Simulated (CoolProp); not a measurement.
Isohexane along the isobar 16.8 MPa: Z from the reference equation and from simpler models built on Tc = 497.7 K, pc = 3.043 MPa, ω = 0.280; each cubic takes its own stable root.

Values from CoolProp's reference Helmholtz-energy equation of state, Lemmon 2006. It is a short technical equation, of lower accuracy than the large ones.

```csv
T (K),phase,reference
487.8,liquid,0.7139
496.7,liquid,0.7137
505.6,supercritical,0.7142
514.5,supercritical,0.7153
523.4,supercritical,0.7169
532.2,supercritical,0.7192
541.1,supercritical,0.7220
550,supercritical,0.7254
```

How far does each simpler model (van der Waals, Redlich-Kwong, Soave-Redlich-Kwong) lie from the reference over these 8 states: mean and median of the absolute difference, and the worst?


- van der Waals: mean 34.6 %, median 34.7 %, worst +39.2 % at 487.8 K and 16.8 MPa
- Redlich-Kwong: mean 6.7 %, median 6.7 %, worst +7.6 % at 487.8 K and 16.8 MPa
- Soave-Redlich-Kwong: mean 7.7 %, median 7.7 %, worst +8.3 % at 550 K and 16.8 MPa
